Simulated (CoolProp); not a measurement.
Vapour pressure (MPa) of ethylene: the reference equation beside estimates from Tc = 282.4 K, pc = 5.042 MPa, ω = 0.087.

Model: reference Helmholtz-energy equation of state, Smukala 2000, in CoolProp.

```csv
T (K),reference,Lee-Kesler,Soave-Redlich-Kwong
145.3,0.01877,0.01857,0.01849
151.3,0.03025,0.02990,0.02982
157.4,0.04710,0.04659,0.04648
163.5,0.07068,0.07000,0.06986
169.5,0.1021,0.1013,0.1010
175.6,0.1441,0.1432,0.1429
181.6,0.1973,0.1965,0.1961
187.7,0.2655,0.2649,0.2645
193.8,0.3502,0.3499,0.3496
199.8,0.4518,0.4519,0.4519
205.9,0.5759,0.5764,0.5773
212,0.7234,0.7243,0.7266
218,0.8938,0.8949,0.8995
224.1,1.095,1.096,1.104
```

Absolute difference from the reference over all 14 rows, mean and median: Lee-Kesler 0.5 and 0.3 %, Soave-Redlich-Kwong 0.8 and 0.7 %.
